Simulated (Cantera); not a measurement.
Ignition delay

Mixture: 5.20 % CH3OH, 14.2 % O2, 80.6 % N2, equivalence ratio 0.55, at 10.0 bar, adiabatic and at constant volume. Ignition delay is the time to a rise of 400 K.

Detailed kinetics in Cantera: GRI-Mech 3.0 (53 species, 325 reactions). GRI-Mech 3.0 was tuned for natural gas; its chemistry of methanol as a main component is partial and can be far from experiment.

```
T0 (K)  delay (ms)
------  ----------
1173          2.96
1248         0.858
1323         0.293
1398         0.116
1473        0.0523
1548        0.0263
1623        0.0144
1698       0.00843
1773       0.00521
```

* **apparent activation energy between 1623 and 1773 K**: 160 kJ/mol
